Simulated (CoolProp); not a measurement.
Vapour-liquid equilibrium of dimethyl ether (1) + n-hexane (2) at 273.5 K; x and y are mole fractions of (1).

The numbers come from the multi-fluid Helmholtz-energy mixture model, Wu 2011 and Thol 2019; pair parameters Bell 2016 in CoolProp.

| x | bubble pressure (bar) | y at the bubble point | dew pressure at overall composition x (bar) | liquid density (mol/L) |
|---|---|---|---|---|
| 0.05 | 0.2568 | 0.769 | 0.06475 | 8.063 |
| 0.15 | 0.6297 | 0.913 | 0.07229 | 8.509 |
| 0.25 | 0.9638 | 0.948 | 0.08180 | 8.998 |
| 0.35 | 1.253 | 0.963 | 0.09419 | 9.536 |
| 0.45 | 1.500 | 0.972 | 0.1110 | 10.13 |
| 0.55 | 1.717 | 0.979 | 0.1351 | 10.80 |
| 0.65 | 1.918 | 0.984 | 0.1724 | 11.55 |
| 0.75 | 2.117 | 0.988 | 0.2383 | 12.40 |
| 0.85 | 2.328 | 0.992 | 0.3856 | 13.39 |
| 0.95 | 2.567 | 0.997 | 0.9957 | 14.53 |

No azeotrope shows between x = 0.05 and 0.95.

Pair parameters are fitted to limited data, so mixtures are less certain than the pure fluids.
